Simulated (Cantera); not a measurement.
**Ignition delay**

Mixture: 2.51 % CH4, 0.0928 % C2H6, 0.452 % C3H8, 16.2 % O2, 80.8 % N2, equivalence ratio 0.47, at 0.987 atm, adiabatic and at constant volume. Ignition delay is the time to a rise of 400 K.

Model: GRI-Mech 3.0 (53 species, 325 reactions), integrated in Cantera. GRI-Mech 3.0 was tuned for natural gas; its chemistry of propane as a main component is partial and can be far from experiment.

| T0 (K) | delay (ms) |
|---|---|
| 1050 | 145 |
| 1125 | 33.4 |
| 1200 | 8.09 |
| 1275 | 2.24 |
| 1350 | 0.737 |
| 1425 | 0.292 |

```
Property                                                 Value
--------------------------------------------------  ----------
apparent activation energy between 1275 and 1425 K  210 kJ/mol
```
